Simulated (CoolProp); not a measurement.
A closed Brayton cycle with carbon dioxide: compressor inlet 325.15 K and 8.5 MPa, high pressure 25.1 MPa, turbine inlet 835 K, compressor efficiency 0.85, turbine efficiency 0.85, recuperator effectiveness 0 (on enthalpy, no pinch check). Each further row changes one setting.

Values from CoolProp's reference Helmholtz-energy equation of state, Span 1996.

```
case                           thermal efficiency (%)  net work (kJ/kg)  compressor to turbine work  compressor exit (K)  turbine exit (K)
-----------------------------  ----------------------  ----------------  --------------------------  -------------------  ----------------
as stated                                        14.2              79.1                        0.41                414.4             711.8
turbine inlet 785 K                              14.1              69.9                           …                414.4             666.0
compressor inlet 335.15 K                        13.6                 …                        0.47                431.9             711.8
high pressure 21.3 MPa                           12.3              70.4                        0.39                400.5             729.9
recuperator effectiveness 0.5                       …              79.1                        0.41                414.4             711.8
```

Task: Fill in the missing entries.

Result: 
- turbine inlet 785 K, compressor to turbine work: 0.44
- compressor inlet 335.15 K, net work (kJ/kg): 71.8
- recuperator effectiveness 0.5, thermal efficiency (%): 20.4
